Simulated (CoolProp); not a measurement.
R236FA along the isotherm 126.85 °C: Z from the reference equation and from simpler models built on Tc = 124.9 °C, pc = 31.91 bar, ω = 0.377; each cubic takes its own stable root.

The numbers come from the reference Helmholtz-energy equation of state, Pan 2012 in CoolProp.

```csv
p (bar),phase,reference
6.14,gas,0.9312
12.3,gas,0.8546
18.4,gas,0.7670
24.5,gas,0.6584
30.7,gas,0.4886
36.8,supercritical,0.2095
43,supercritical,0.2248
49.1,supercritical,0.2457
55.2,supercritical,0.2679
61.4,supercritical,0.2909
67.5,supercritical,0.3137
73.6,supercritical,0.3366
79.8,supercritical,0.3597
```

**Question.** How far does each simpler model (van der Waals, Redlich-Kwong, Soave-Redlich-Kwong, Peng-Robinson) lie from the reference over these 13 states: mean and median of the absolute difference, and the worst?

**Answer.** 
- van der Waals: mean 29.0 %, median 42.5 %, worst +46.8 % at 126.85 °C and 36.8 bar
- Redlich-Kwong: mean 12.2 %, median 15.6 %, worst +26.1 % at 126.85 °C and 36.8 bar
- Soave-Redlich-Kwong: mean 12.8 %, median 15.9 %, worst +27.8 % at 126.85 °C and 36.8 bar
- Peng-Robinson: mean 5.5 %, median 4.3 %, worst +16.3 % at 126.85 °C and 36.8 bar
